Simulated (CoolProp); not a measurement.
Properties of p-xylene along the isobar 134 bar (Tc = 616.2 K, pc = 35.32 bar, ω = 0.324).

Computed with CoolProp (reference Helmholtz-energy equation of state, Zhou 2012).

| T (K) | phase | density (kg/m³) | cv (kJ/(kg K)) | Joule-Thomson coefficient (K/MPa) |
|---|---|---|---|---|
| 435.4 | liquid | 751.5 | 1.758 | -0.3015 |
| 447.7 | liquid | 740.6 | 1.796 | -0.2817 |
| 460 | liquid | 729.5 | 1.834 | -0.2607 |
| 472.3 | liquid | 718.2 | 1.872 | -0.2385 |
| 484.6 | liquid | 706.7 | 1.909 | -0.2147 |
| 496.9 | liquid | 695.0 | 1.945 | -0.1892 |
| 509.2 | liquid | 683.0 | 1.981 | -0.1615 |
| 521.5 | liquid | 670.8 | 2.016 | -0.1314 |
| 533.8 | liquid | 658.2 | 2.051 | -0.09825 |
| 546.2 | liquid | 645.2 | 2.086 | -0.06135 |
| 558.5 | liquid | 632.0 | 2.119 | -0.02060 |
| 570.8 | liquid | 618.3 | 2.152 | 0.02502 |
| 583.1 | liquid | 604.2 | 2.184 | 0.07641 |
| 595.4 | liquid | 589.7 | 2.215 | 0.1346 |
| 607.7 | liquid | 574.6 | 2.246 | 0.2006 |
| 620 | supercritical | 559.0 | 2.276 | 0.2757 |
